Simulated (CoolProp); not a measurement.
100 sccm (0 °C, 1 atm) of nitrogen bubbles through liquid o-xylene at 352.1 K and leaves saturated at a total pressure of 0.15 MPa (ideal gas phase). Each further row changes one setting.

Computed with CoolProp (reference Helmholtz-energy equation of state, Zhou 2012).

| case | vapour pressure (kPa) | mole fraction of vapour | delivery (mg/min) | delivery (sccm) | change of delivery for a bath 1 K warmer (%) |
|---|---|---|---|---|---|
| as stated | 12.2 | 0.0811 | 41.8 | 8.82 | 4.4 |
| bath temperature 357.1 K | 14.8 | 0.0985 | 51.8 | 10.9 | 4.3 |
| total pressure 0.3 MPa | 12.2 | 0.0405 | 20.0 | 4.23 | 4.2 |
